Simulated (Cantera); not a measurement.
A freely propagating, adiabatic, planar premixed flame of CH4 : C2H6 : O2 : N2 = 1 : 0.085 : 3.38 : 14.5 (molar parts), unburnt at 625 K and 13300 Pa; mixture-averaged transport, grid criteria slope 0.08 and curve 0.16, no radiation.

Model: GRI-Mech 3.0 (53 species, 325 reactions), integrated in Cantera. Burning velocities carry a grid error of a few per cent, more on coarse grids.

### Question
How do the results move with these cheaper or finer settings: unity-Lewis-number transport; multicomponent transport; multicomponent+Soret transport; grid criteria slope 0.5, curve 1; grid criteria slope 0.25, curve 0.5; grid criteria slope 0.03, curve 0.06?

### Answer
| setting | laminar burning velocity | thermal thickness | peak x(CH3) | peak x(HCN) | grid points |
|---|---|---|---|---|---|
| as above | 127 cm/s | 2.54 mm | 0.00141 | 3.06e-7 | 140 |
| unity-Lewis-number transport | 92.1 cm/s | 2.84 mm | 0.00106 | 2.55e-7 | 132 |
| multicomponent transport | 128 cm/s | 2.56 mm | 0.00142 | 3.08e-7 | 140 |
| multicomponent+Soret transport | 126 cm/s | 2.56 mm | 0.00138 | 3.00e-7 | 141 |
| grid criteria slope 0.5, curve 1 | 141 cm/s | 2.93 mm | 0.00135 | 2.95e-7 | 44 |
| grid criteria slope 0.25, curve 0.5 | 132 cm/s | 2.66 mm | 0.00140 | 3.04e-7 | 64 |
| grid criteria slope 0.03, curve 0.06 | 125 cm/s | 2.49 mm | 0.00141 | 3.06e-7 | 315 |
The base run took very roughly 28 core-seconds.
Unity Lewis numbers drop preferential diffusion, which matters most where H2 and H carry the flame; Soret adds thermal diffusion.
